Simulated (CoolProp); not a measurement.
cis-2-butene at 298.15 K and 0.036 MPa is throttled through a valve to 0.0167 MPa with no heat exchange. Each further row changes one setting.

The numbers come from the reference Helmholtz-energy equation of state, Lemmon 2005 in CoolProp. It is a short technical equation, of lower accuracy than the large ones.

```
case                         temperature change (K)  final density (kg/m³)
---------------------------  ----------------------  ---------------------
as stated                                         …                      …
outlet pressure 0.00501 MPa                    -1.0                      …
outlet pressure 0.0217 MPa                        …                      …
```

Some entries are withheld; supply them.


- as stated, temperature change (K): -0.6
- as stated, final density (kg/m³): 0.381
- outlet pressure 0.00501 MPa, final density (kg/m³): 0.114
- outlet pressure 0.0217 MPa, temperature change (K): -0.5
- outlet pressure 0.0217 MPa, final density (kg/m³): 0.495
